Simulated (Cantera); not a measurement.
A freely propagating, adiabatic, planar premixed flame of CH3OH : O2 : N2 = 1 : 1.52 : 4.55 (molar parts), unburnt at 625 K and 1.01 bar; mixture-averaged transport, grid criteria slope 0.08 and curve 0.16, no radiation.

Cantera simulation using GRI-Mech 3.0 (53 species, 325 reactions); the numbers are that mechanism's predictions, not measurements. GRI-Mech 3.0 was tuned for natural gas; its chemistry of methanol as a main component is partial and can be far from experiment. Burning velocities carry a grid error of a few per cent, more on coarse grids.

Q: How do the results move with these cheaper or finer settings: unity-Lewis-number transport; multicomponent transport; multicomponent+Soret transport; grid criteria slope 0.5, curve 1; grid criteria slope 0.25, curve 0.5; grid criteria slope 0.03, curve 0.06?

A: 
```
setting                               laminar burning velocity  thermal thickness  peak x(HO2)  peak x(HCO)  grid points
------------------------------------  ------------------------  -----------------  -----------  -----------  -----------
as above                                              186 cm/s           0.210 mm      0.00397     0.000439          156
unity-Lewis-number transport                          129 cm/s           0.270 mm      0.00241     0.000310          155
multicomponent transport                              186 cm/s           0.214 mm      0.00397     0.000440          157
multicomponent+Soret transport                        183 cm/s           0.215 mm      0.00394     0.000434          157
grid criteria slope 0.5, curve 1                      215 cm/s           0.239 mm      0.00384     0.000422           36
grid criteria slope 0.25, curve 0.5                   196 cm/s           0.219 mm      0.00395     0.000441           72
grid criteria slope 0.03, curve 0.06                  181 cm/s           0.209 mm      0.00396     0.000435          348
```
The base run took about 18 core-seconds (a rough figure).
Unity Lewis numbers drop preferential diffusion, which matters most where H2 and H carry the flame; Soret adds thermal diffusion.
